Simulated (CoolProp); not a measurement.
R507A at 293.15 K and 3.48 MPa is throttled through a valve to 1.45 MPa with no heat exchange. Each further row changes one setting.

Values from CoolProp's reference Helmholtz-energy equation of state, Lemmon 2003. It is a pseudo-pure fit of the blend.

| case | temperature change (K) | final phase | final density (kg/m³) |
|---|---|---|---|
| as stated | [?] | liquid | 1080 |
| outlet pressure 0.435 MPa | [?] | [?] | 85.0 |
| outlet pressure 1.89 MPa | [?] | liquid | 1080 |

Q: Complete the blanks.

A: 
- as stated, temperature change (K): -0.3
- outlet pressure 0.435 MPa, temperature change (K): -31.0
- outlet pressure 0.435 MPa, final phase: two-phase, vapour fraction 0.251
- outlet pressure 1.89 MPa, temperature change (K): -0.2
